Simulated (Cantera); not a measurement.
Feed: 1 mol SiH2Cl2, 11 mol NH3, 26 mol H2, held at 0.560 bar.

Equilibrium computed with Cantera from the NASA thermochemical tables; the gas is ideal and each condensed phase is pure. Candidate condensed phases: NH4Cl, Si, Si3N4; 28 gas species. The tables' values for SiCl3, SiCl are old estimates; treat these amounts as uncertain. Gases not in the tables: Si2H6 and higher silanes. Equilibrium is a limit: real reactors are often held back by kinetics, nucleation or transport.

At 1873 K, list the 4 most abundant gas species with their mole fractions, and the condensed phases.

H2 0.862, N2 0.0995, HCl 0.0353, SiCl2 0.00253. Condensed: Si3N4(s).
